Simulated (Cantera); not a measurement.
Feed: 1 mol Al, 2.7 mol Cl₂, 0.81 mol N₂, at 700 °C and 0.0900 Torr.

Method: chemical equilibrium by Gibbs-energy minimisation in Cantera with the NASA 1993 tables (ideal gas, pure condensed phases). Candidate condensed phases: Al, AlCl₃, AlN; 11 gas species. Rates play no part.

Base state: Cl₂ 0.388, AlCl₃ 0.330, N₂ 0.267, Cl 0.0146 (mole fractions); condensed: gas only.

### Question
What changes in the equilibrium state with this change: temperature from 700 °C to 525 °C?

### Answer
```json
[
 {"species": "Cl₂", "before": "0.388", "after": "0.398"},
 {"species": "AlCl₃", "before": "0.330", "after": "0.332"},
 {"species": "N₂", "before": "0.267", "after": "0.269"},
 {"species": "Cl", "before": "0.0146", "after": "0.000514"},
 {"species": "Al₂Cl₆", "before": "1.91e-6", "after": "4.62e-5"}
]
```

### Question
What changes in the equilibrium state with this change: pressure from 0.0900 Torr to 40.5 Torr?

### Answer
```tsv
species	before	after
Cl₂	0.388	0.399
AlCl₃	0.330	0.331
N₂	0.267	0.269
Cl	0.0146	0.000697
Al₂Cl₆	1.91e-6	0.000863
```
